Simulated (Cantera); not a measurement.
An isothermal, constant-pressure homogeneous reactor starts with NO : N2 = 1 : 2.4 (molar parts), at 1723 K and 10.5 Torr. Integrator tolerance rtol = 1e-08.

Detailed kinetics in Cantera: GRI-Mech 3.0 (53 species, 325 reactions). Radical loss at walls, strong at low pressure, is not modelled.

Question: What does this change do: pressure from 10.5 Torr to 57.8 Torr?

Answer: 
```
quantity                                            before                                    after
----------------  ----------------------------------------  ---------------------------------------
x(NO) at 20.0 s      0.287 (gas-phase equilibrium 0.00275)    0.262 (gas-phase equilibrium 0.00275)
x(O) at 20.0 s    4.64e-5 (gas-phase equilibrium 0.000184)  2.95e-5 (gas-phase equilibrium 7.87e-5)
x(O2) at 20.0 s      0.00359 (gas-phase equilibrium 0.146)     0.0161 (gas-phase equilibrium 0.146)
x(N2) at 20.0 s        0.709 (gas-phase equilibrium 0.851)      0.722 (gas-phase equilibrium 0.852)
x(N2O) at 20.0 s   2.89e-5 (gas-phase equilibrium 1.97e-8)  2.50e-5 (gas-phase equilibrium 4.62e-8)
```

Question: What does this change do: temperature 1723 to 1875 K?

Answer: 
```tsv
quantity	before	after
x(NO) at 20.0 s	0.287 (gas-phase equilibrium 0.00275)	0.245 (gas-phase equilibrium 0.00459)
x(O) at 20.0 s	4.64e-5 (gas-phase equilibrium 0.000184)	0.000365 (gas-phase equilibrium 0.000777)
x(O2) at 20.0 s	0.00359 (gas-phase equilibrium 0.146)	0.0244 (gas-phase equilibrium 0.144)
x(N2) at 20.0 s	0.709 (gas-phase equilibrium 0.851)	0.730 (gas-phase equilibrium 0.850)
x(N2O) at 20.0 s	2.89e-5 (gas-phase equilibrium 1.97e-8)	1.98e-5 (gas-phase equilibrium 3.21e-8)
```
